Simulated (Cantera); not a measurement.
Cantera run:

```python
import numpy as np
import cantera as ct

gas_names = """
    N NO NO2 NO3 N2 N2O O O2 O3 S SN SO SO2 SO3 S2 S2O S8
""".split()
cond_names = """
    S(cr1) S(cr2) S(L)
""".split()


def load(file, names, dense=False):
    # The tables refer to 1 bar. Condensed volumes are neglected.
    table = {s.name: s for s in ct.Species.list_from_file(file)}
    out = []
    for n in names:
        d = dict(table[n].input_data)
        d["thermo"] = dict(d["thermo"], **{"reference-pressure": 1e5})
        if dense:
            d["equation-of-state"] = {"model": "constant-volume", "density": "1e6 g/cm^3"}
        out.append(ct.Species.from_dict(d))
    return out


gas = ct.Solution(thermo="ideal-gas", species=load("nasa_gas.yaml", gas_names))
cond = {s.name: ct.Solution(thermo="fixed-stoichiometry", species=[s], name=s.name)
        for s in load("nasa_condensed.yaml", cond_names, dense=True)}
atoms = {
    'SO2': {'S': 1, 'O': 2},
    'N2': {'N': 2},
}
top_T = {}  # K; cautious upper limits of use, not melting points


def equilibrate(T, P, feed):
    n = {}
    for name, mol in feed.items():
        for a, k in atoms[name].items():
            n[a] = n.get(a, 0.0) + k * mol
    gas.TPX = T, P, n
    mass = sum(n.values()) * gas.mean_molecular_weight
    gas.equilibrate("TP")
    valid = [c for c in cond.values() if c.min_temp <= T <= top_T.get(c.name, c.max_temp)]
    mix = ct.Mixture([(gas, mass / gas.mean_molecular_weight)] + [(c, 0.0) for c in valid])
    mix.T, mix.P = T, P
    mix.equilibrate("TP", solver="vcs", rtol=1e-11, max_steps=5000)
    return mix


results = []
feed = {'SO2': 1, 'N2': 0.24}  # mol
P = 133.322  # Pa
for T in [1775, 1825, 1875, 1925, 1975, 2025, 2075, 2125, 2175, 2225]:
    mix = equilibrate(T, P, feed)
    results.append((T, P, feed, dict(zip(mix.species_names, mix.species_moles))))

top = {s: max(r[3][s] / sum(r[3][g] for g in gas_names) for r in results) for s in gas_names}
cols = sorted((s for s in top if top[s] > 0.0001), key=lambda s: -top[s])[:9]
seen = [c for c in cond_names if any(r[3].get(c, 0) > 1e-12 for r in results)]
print("log10 of partial pressures in bar; condensed amounts in mol")
print(f"{'T/K':>10s}" + "".join(f"{s[:9]:>10s}" for s in cols + seen))
for T, P, feed, n in results:
    ng = sum(n[g] for g in gas_names)
    print(f"{T:10.4g}" + "".join(f"{np.log10(max(n[s] / ng * P / 1e5, 1e-99)):10.3f}" for s in cols)
          + "".join(f"{n.get(c, 0):10.4g}" for c in seen))
```

Result:

```
log10 of partial pressures in bar; condensed amounts in mol
       T/K       SO2        N2        SO        O2         O         S        NO        S2
      1775    -2.973    -3.590    -5.091    -5.417    -6.727    -7.603    -6.531    -8.770
      1825    -2.975    -3.591    -4.930    -5.257    -6.442    -7.299    -6.378    -8.512
      1875    -2.978    -3.592    -4.778    -5.107    -6.172    -7.010    -6.234    -8.267
      1925    -2.982    -3.593    -4.634    -4.966    -5.917    -6.736    -6.098    -8.034
      1975    -2.988    -3.595    -4.498    -4.834    -5.676    -6.476    -5.970    -7.813
      2025    -2.995    -3.597    -4.370    -4.711    -5.448    -6.229    -5.850    -7.603
      2075    -3.004    -3.600    -4.250    -4.595    -5.231    -5.993    -5.737    -7.403
      2125    -3.015    -3.605    -4.136    -4.488    -5.026    -5.769    -5.631    -7.213
      2175    -3.030    -3.610    -4.030    -4.390    -4.832    -5.556    -5.533    -7.032
      2225    -3.049    -3.616    -3.932    -4.299    -4.649    -5.353    -5.441    -6.861
```

These are equilibrium values from Cantera (NASA tables, ideal gas, pure condensed phases), not measurements of a reactor.
